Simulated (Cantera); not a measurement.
A Cantera script and what it prints.

```python
import numpy as np
import cantera as ct

gas_names = """
    C CO CO2 C2 C2O C3 C3O2 C4 C5 Cu CuO Cu2 O O2 O3
""".split()
cond_names = """
    C(gr) Cu(cr) Cu(L) CuO(s) Cu2O(s) Cu2O(L)
""".split()


# ... load() reads the species with a 1 bar reference pressure and builds the phases ...
atoms = {
    'Cu2O': {'Cu': 2, 'O': 1},
    'CO': {'C': 1, 'O': 1},
}
top_T = {'C(gr)': 4500, 'CuO(s)': 1390}  # K; cautious upper limits of use, not melting points


# ... equilibrate(T, P, feed) seeds the gas with the atoms and calls Mixture.equilibrate('TP', solver="vcs", rtol=1e-11, max_steps=5000) ...
results = []
feed = {'Cu2O': 1, 'CO': 1.1}  # mol
P = 100000  # Pa
for T in [1175, 1275, 1375, 1475, 1575, 1675, 1775, 1875, 1975, 2075, 2175, 2275]:
    mix = equilibrate(T, P, feed)
    results.append((T, P, feed, dict(zip(mix.species_names, mix.species_moles))))

top = {s: max(r[3][s] / sum(r[3][g] for g in gas_names) for r in results) for s in gas_names}
cols = sorted((s for s in top if top[s] > 1e-05), key=lambda s: -top[s])[:5]
seen = [c for c in cond_names if any(r[3].get(c, 0) > 1e-12 for r in results)]
print("log10 of partial pressures in bar; condensed amounts in mol")
print(f"{'T/K':>10s}" + "".join(f"{s[:9]:>10s}" for s in cols + seen))
for T, P, feed, n in results:
    ng = sum(n[g] for g in gas_names)
    print(f"{T:10.4g}" + "".join(f"{np.log10(max(n[s] / ng * P / 1e5, 1e-99)):10.3f}" for s in cols)
          + "".join(f"{n.get(c, 0):10.4g}" for c in seen))
```

Result:

```
log10 of partial pressures in bar; condensed amounts in mol
       T/K       CO2        CO        Cu        O2       Cu2    Cu(cr)     Cu(L)
      1175    -0.041    -1.041    -8.218   -14.039   -12.893         2         0
      1275    -0.041    -1.041    -7.063   -12.074   -11.256         2         0
      1375    -0.041    -1.041    -6.085   -10.398    -9.877         0         2
      1475    -0.041    -1.041    -5.271    -8.952    -8.749         0         2
      1575    -0.041    -1.041    -4.563    -7.691    -7.771         0         2
      1675    -0.041    -1.041    -3.942    -6.583    -6.914         0         2
      1775    -0.042    -1.042    -3.394    -5.601    -6.159         0         2
      1875    -0.042    -1.042    -2.905    -4.727    -5.488         0     1.999
      1975    -0.043    -1.042    -2.468    -3.944    -4.890         0     1.996
      2075    -0.046    -1.040    -2.075    -3.245    -4.352         0     1.991
      2175    -0.053    -1.028    -1.718    -2.641    -3.867         0     1.978
      2275    -0.070    -0.995    -1.395    -2.157    -3.427         0     1.952
```

These are equilibrium values from Cantera (NASA tables, ideal gas, pure condensed phases), not measurements of a reactor.
